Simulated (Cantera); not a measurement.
A perfectly stirred reactor is fed with CH4 : C2H6 : O2 : N2 = 1 : 0.13 : 5.34 : 20.1 (molar parts), equivalence ratio 0.46, at 101000 Pa; it is adiabatic with a 573 K inlet, and is followed from long to short residence time, starting on the burning branch (τ in s: 0.38, 0.11, 0.032, 0.0092, 0.0027, 0.00077, 0.00022, 6.5e-05, 1.9e-05, 5.4e-06).

Cantera simulation using GRI-Mech 3.0 (53 species, 325 reactions); the numbers are that mechanism's predictions, not measurements.

**Question.** What does this change do: CH4 1 to 1.4 parts?

**Answer.** 
```tsv
quantity	before	after
blow-out, bracketed by the residence times tried	burning at 0.770 ms, out at 0.220 ms	burning at 0.220 ms, out at 65.0 µs
x(CH4) at τ = 0.380 s	5.47e-6	2.25e-6
x(C2H6) at τ = 0.380 s	1.79e-7	3.80e-8
x(O2) at τ = 0.380 s	0.108	0.0768
x(H2O) at τ = 0.380 s	0.0894	0.117
x(CH2CO) at τ = 0.380 s	3.32e-7	4.93e-8
x(CH4) at τ = 0.770 ms	0.000401	0.000167
x(C2H6) at τ = 0.770 ms	1.30e-5	3.96e-6
x(O2) at τ = 0.770 ms	0.112	0.0795
x(H2O) at τ = 0.770 ms	0.0858	0.111
x(CH2CO) at τ = 0.770 ms	8.34e-6	3.30e-6
```

**Question.** What does this change do: N2 20.1 to 32 parts?

**Answer.** 
```
quantity                                                                        before                               after
------------------------------------------------  ------------------------------------  ----------------------------------
blow-out, bracketed by the residence times tried  burning at 0.770 ms, out at 0.220 ms  burning at 9.20 ms, out at 2.70 ms
x(CH4) at τ = 0.380 s                                                          5.47e-6                             1.97e-5
x(C2H6) at τ = 0.380 s                                                         1.79e-7                             6.80e-7
x(O2) at τ = 0.380 s                                                             0.108                              0.0750
x(H2O) at τ = 0.380 s                                                           0.0894                              0.0619
x(CH2CO) at τ = 0.380 s                                                        3.32e-7                             9.75e-7
x(CH4) at τ = 0.770 ms                                                        0.000401                              0.0260
x(C2H6) at τ = 0.770 ms                                                        1.30e-5                             0.00338
x(O2) at τ = 0.770 ms                                                            0.112                               0.139
x(H2O) at τ = 0.770 ms                                                          0.0858                              <1e-12
x(CH2CO) at τ = 0.770 ms                                                       8.34e-6                              <1e-12
```
